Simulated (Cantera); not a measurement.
**Thermodynamics of abatement and gas-phase synthesis, feed N2O + SO2 + H2**

Input: 1 mol N2O, 0.24 mol SO2, 0.26 mol H2, at 10000 Pa.

Cantera equilibrium calculation (NASA polynomials, part measured and part estimated; ideal gas, pure solids and liquids). Candidate condensed phases: H2O, H2SO4, S; 35 gas species. Equilibrium is a limit: real reactors are often held back by kinetics, nucleation or transport.

```json
[
 {"T (°C)": "1927", "x N2": "0.527", "x O2": "0.189", "x H2O": "0.132", "x SO2": "0.127", "x O": "0.00371", "x OH": "0.00990", "x H": "0.000590", "x NO": "0.00978", "x SO": "0.000713", "x H2": "0.00110"},
 {"T (°C)": "1977", "x N2": "0.525", "x O2": "0.187", "x H2O": "0.130", "x SO2": "0.126", "x O": "0.00504", "x OH": "0.0120", "x H": "0.000902", "x NO": "0.0109", "x SO": "0.00103", "x H2": "0.00147"},
 {"T (°C)": "2027", "x N2": "0.524", "x O2": "0.185", "x H2O": "0.128", "x SO2": "0.126", "x O": "0.00676", "x OH": "0.0143", "x H": "0.00135", "x NO": "0.0120", "x SO": "0.00146", "x H2": "0.00195"},
 {"T (°C)": "2077", "x N2": "0.522", "x O2": "0.183", "x H2O": "0.125", "x SO2": "0.125", "x O": "0.00893", "x OH": "0.0169", "x H": "0.00199", "x NO": "0.0132", "x SO": "0.00203", "x H2": "0.00254"},
 {"T (°C)": "2127", "x N2": "0.519", "x O2": "0.180", "x H2O": "0.122", "x SO2": "0.123", "x O": "0.0117", "x OH": "0.0198", "x H": "0.00287", "x NO": "0.0144", "x SO": "0.00280", "x H2": "0.00327"},
 {"T (°C)": "2177", "x N2": "0.516", "x O2": "0.178", "x H2O": "0.119", "x SO2": "0.122", "x O": "0.0150", "x OH": "0.0229", "x H": "0.00408", "x NO": "0.0157", "x SO": "0.00379", "x H2": "0.00413"},
 {"T (°C)": "2227", "x N2": "0.513", "x O2": "0.175", "x H2O": "0.114", "x SO2": "0.120", "x O": "0.0192", "x OH": "0.0263", "x H": "0.00570", "x NO": "0.0169", "x SO": "0.00505", "x H2": "0.00514"},
 {"T (°C)": "2277", "x N2": "0.509", "x O2": "0.171", "x H2O": "0.109", "x SO2": "0.117", "x O": "0.0242", "x OH": "0.0298", "x H": "0.00783", "x NO": "0.0182", "x SO": "0.00664", "x H2": "0.00631"},
 {"T (°C)": "2327", "x N2": "0.504", "x O2": "0.168", "x H2O": "0.104", "x SO2": "0.114", "x O": "0.0302", "x OH": "0.0335", "x H": "0.0106", "x NO": "0.0195", "x SO": "0.00860", "x H2": "0.00760"},
 {"T (°C)": "2377", "x N2": "0.498", "x O2": "0.164", "x H2O": "0.0976", "x SO2": "0.111", "x O": "0.0373", "x OH": "0.0371", "x H": "0.0141", "x NO": "0.0207", "x SO": "0.0110", "x H2": "0.00901"},
 {"T (°C)": "2427", "x N2": "0.492", "x O2": "0.159", "x H2O": "0.0907", "x SO2": "0.107", "x O": "0.0456", "x OH": "0.0408", "x H": "0.0184", "x NO": "0.0219", "x SO": "0.0138", "x H2": "0.0105"},
 {"T (°C)": "2477", "x N2": "0.485", "x O2": "0.155", "x H2O": "0.0832", "x SO2": "0.101", "x O": "0.0553", "x OH": "0.0442", "x H": "0.0237", "x NO": "0.0231", "x SO": "0.0170", "x H2": "0.0120"},
 {"T (°C)": "2527", "x N2": "0.477", "x O2": "0.149", "x H2O": "0.0751", "x SO2": "0.0957", "x O": "0.0664", "x OH": "0.0472", "x H": "0.0299", "x NO": "0.0241", "x SO": "0.0206", "x H2": "0.0134"}
]
```
x: gas mole fraction; nothing condenses.

From 1927 °C to 2527 °C nothing is condensed.
